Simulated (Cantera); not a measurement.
## Thermodynamics of fluorocarbon and chlorocarbon gases, feed CH₂F₂ + H₂

Feed: 1 mol CH₂F₂, 4.5 mol H₂, equilibrated at 525 °C.

These are equilibrium values from Cantera (NASA tables, ideal gas, pure condensed phases), not measurements of a reactor. Candidate condensed phases: C, C₆H₆, C₇H₈, C₈H₁₈; 95 gas species. Rates play no part.

```
P (Pa)   x H₂   x HF     x CH₄    x H₂F₂    x C₂H₆    x C₂H₄    x CH₃F  n C(graphite)
------  -----  -----  --------  --------  --------  --------  --------  -------------
1       0.692  0.308   6.64e-6  9.11e-11    <1e-12    <1e-12    <1e-12          1.000
5.20    0.692  0.308   3.45e-5  4.74e-10    <1e-12  4.44e-12    <1e-12          1.000
27      0.692  0.308  0.000179   2.46e-9    <1e-12  2.30e-11  2.90e-12          0.999
140     0.691  0.308  0.000926   1.28e-8  2.42e-11  1.19e-10  1.50e-11          0.994
720     0.686  0.309   0.00470   6.62e-8  6.27e-10  6.04e-10  7.71e-11          0.970
3700    0.663  0.315    0.0225   3.53e-7   1.49e-8   2.90e-9  3.90e-10          0.857
19000   0.578  0.335    0.0878   2.05e-6   2.60e-7   1.13e-8   1.85e-9          0.475
100000  0.455  0.364     0.182   1.27e-5   1.42e-6   1.48e-8   5.30e-9              0
```
x: gas mole fraction; n: condensed amount in mol.

From 1.00 Pa to 19000 Pa the condensed part is C(graphite). At 100000 Pa nothing is condensed. The main C-bearing gas is CH₄ throughout.
